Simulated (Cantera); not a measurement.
Charge: 1 mol CH3Cl, at 552 °C and 13.3 mbar.

These are equilibrium values from Cantera (NASA tables, ideal gas, pure condensed phases), not measurements of a reactor. Candidate condensed phases: C, C6H6, C7H8, C8H18; 91 gas species. Kinetics and transport are ignored.

Base state: HCl 0.501, H2 0.496, CH4 0.00296 (mole fractions); condensed: C(graphite).

Question: What changes in the equilibrium state with this change: temperature from 552 °C to 902 °C?

Answer: 
```json
[
 {"species": "HCl", "before": "0.501", "after": "0.500"},
 {"species": "H2", "before": "0.496", "after": "0.500"},
 {"species": "CH4", "before": "0.00296", "after": "6.38e-5"},
 {"species": "C(graphite), mol", "before": "0.994", "after": "1.000"}
]
```
